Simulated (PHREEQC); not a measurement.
0.097 g of hydrous ferric oxide (600 m²/g; 0.2 weak and 0.005 strong sites per Fe, Dzombak-Morel constants, diffuse double layer) in 1 kg of water with 0.05 mol/kgw of an inert sodium salt and 0.017 mmol/kgw CuCl2 and 0.074 mmol/kgw Na2HAsO4, at 25 °C; the pH is set by adding NaOH or the inert anion's acid. Oxygen alone is held at its pressure in air (log pO2 = -0.68). CO2 from the air is kept out. Precipitation was switched off in this run.

Base run: PHREEQC, ion-association model, wateq4f.dat. Each further column changes one thing. The table gives Cu sorbed (%).

| pH | base | no electrostatic term (-no_edl) | background salt from 0.05 to 0.005 mol/kgw | oxide from 0.097 to 0.48 g/kgw |
|---|---|---|---|---|
| 4 | 1.1 | 1.1 | ? | 4.7 |
| 4.67 | 13.4 | 14.8 | ? | 41.9 |
| 5.33 | 50.6 | 55.8 | ? | 89.8 |
| 6.67 | 99.5 | 99.6 | 99.6 | 99.9 |
| 7.33 | 99.9 | 99.9 | 99.9 | 100.0 |
| 8 | 99.9 | 99.6 | 99.9 | 100.0 |
| 8.67 | 99.9 | 98.0 | 99.9 | 100.0 |
| 9.33 | 99.8 | 84.3 | 99.8 | 100.0 |
| 10.67 | 98.6 | 6.9 | 99.3 | 99.9 |
| 11.33 | 95.3 | ? | 98.3 | 99.7 |
| 12 | 78.3 | ? | ? | ? |

Problem. What belongs in the gaps?

Solution. 
- 4, background salt from 0.05 to 0.005 mol/kgw: 1.4
- 4.67, background salt from 0.05 to 0.005 mol/kgw: 15.8
- 5.33, background salt from 0.05 to 0.005 mol/kgw: 56.2
- 11.33, no electrostatic term (-no_edl): 0.4
- 12, no electrostatic term (-no_edl): 0.0
- 12, background salt from 0.05 to 0.005 mol/kgw: 92.4
- 12, oxide from 0.097 to 0.48 g/kgw: 98.2

The database has no arsenate complexes of Cu. The database's constant for dissolved Cu(OH)2 is higher than later reviews accept. In at least one series the solution becomes supersaturated in solids that the run did not let form, among them Cu(OH)2.
